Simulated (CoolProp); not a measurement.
Saturation properties of n-dodecane (Tc = 385.0 °C, pc = 18.18 bar, ω = 0.574).

Model: reference Helmholtz-energy equation of state, Lemmon 2004, in CoolProp. It is a short technical equation, of lower accuracy than the large ones.

```csv
T (°C),p (bar),vapour density (kg/m³),liquid conductivity (mW/(m K))
149.35,0.1491,…,…
167.65,0.2709,1.295,105
185.95,0.4637,2.158,101
204.25,0.7540,3.437,97.4
222.55,1.173,5.272,93.9
240.85,…,7.843,90.4
259.15,2.547,11.39,86.9
277.45,3.587,16.23,…
295.75,4.930,22.85,80.1
313.95,6.621,…,76.8
```

Question: Some entries are withheld; supply them.

Answer: 
- 149.35, vapour density (kg/m³): 0.7359
- 149.35, liquid conductivity (mW/(m K)): 108
- 240.85, p (bar): 1.757
- 277.45, liquid conductivity (mW/(m K)): 83.5
- 313.95, vapour density (kg/m³): 31.94

It boils at 216.3 °C under 1 atm.

Thermal conductivity comes from a separate model (Huber 2004).
